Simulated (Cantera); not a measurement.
An isothermal, constant-pressure homogeneous reactor starts with NO : N2 = 1 : 0.18 (molar parts), at 1575 K and 0.0263 atm.

Cantera simulation using GRI-Mech 3.0 (53 species, 325 reactions); the numbers are that mechanism's predictions, not measurements. Radical loss at walls, strong at low pressure, is not modelled.

Q: Predict: x(NO) at 100 s; x(O2) at 100 s; x(O) at 100 s; x(N2) at 100 s; x(NO2) at 100 s; x(N2O) at 100 s.

A: 
```
Item                                                Value
---------------  ----------------------------------------
x(NO) at 100 s      0.764 (gas-phase equilibrium 0.00211)
x(O2) at 100 s       0.0417 (gas-phase equilibrium 0.423)
x(O) at 100 s     1.59e-5 (gas-phase equilibrium 4.29e-5)
x(N2) at 100 s        0.194 (gas-phase equilibrium 0.575)
x(NO2) at 100 s  0.000226 (gas-phase equilibrium 2.10e-6)
x(N2O) at 100 s  0.000181 (gas-phase equilibrium 1.77e-8)
```
